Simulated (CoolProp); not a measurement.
Hexamethyldisiloxane (MM) along the isotherm 566.2 K: density (kg/m³) from the reference equation and from simpler models built on Tc = 518.7 K, pc = 1.931 MPa, ω = 0.418; each cubic takes its own stable root.

Model: reference Helmholtz-energy equation of state, Thol 2016, in CoolProp.

```tsv
p (MPa)	phase	reference
0.0305	gas	1.056
0.0515	gas	1.789
0.087	gas	3.037
0.147	gas	5.174
0.248	gas	8.857
0.418	gas	15.31
0.705	gas	27.03
1.19	gas	49.78
2.01	supercritical	101.0
3.39	supercritical	263.5
5.72	supercritical	415.9
9.66	supercritical	482.2
```

**Question.** How far does each simpler model (ideal gas, van der Waals) lie from the reference over these 12 states: mean and median of the absolute difference, and the worst?

**Answer.** 
- ideal gas: mean 17.6 %, median 7.9 %, worst -55.6 % at 566.2 K and 3.39 MPa
- van der Waals: mean 4.1 %, median 0.6 %, worst -21.0 % at 566.2 K and 9.66 MPa
